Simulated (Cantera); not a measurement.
Feed: 1 mol SiF4, 27 mol N2, a varied amount of H2, held at 133 Pa.

These are equilibrium values from Cantera (NASA tables, ideal gas, pure condensed phases), not measurements of a reactor. Candidate condensed phases: Si, Si3N4; 37 gas species. N2 is the only nitrogen source here; it is nearly inert below about 1500 K, so the nitride shown seldom forms there in practice. The tables' values for SiF2, SiF3 are old estimates. Rates play no part.

Stable condensed phases, one row left out:

```
T in K \ n(H2) in mol
         3.3 4.7 6.8 9.9  14  21  30  44
   1473    A   A   A   A   A   A   A   A
   1423    A   A   A   A   A   A   A   A
   1323    A   A   A   B   B   B   B   B
   1273    B   B   B   B   B   B   B   B
   1223    B   B   B   B   B   B   B   B
   1173    B   B   B   B   B   B   B   B
   1123    B   B   B   B   B   B   B   B
   1073    B   B   B   B   B   B   B   B
   1023    B   B   B   B   B   B   B   B
    973    B   B   B   B   B   B   B   B
    923    B   B   B   B   B   B   B   B
    873    B   B   B   B   B   B   B   B
    823    B   B   B   B   B   B   B   B
```

A: gas only; B: Si3N4.

Task: Give the row for 1373 K.

Result: 3.3: gas only; 4.7: gas only; 6.8: gas only; 9.9: gas only; 14: gas only; 21: gas only; 30: Si3N4; 44: Si3N4.
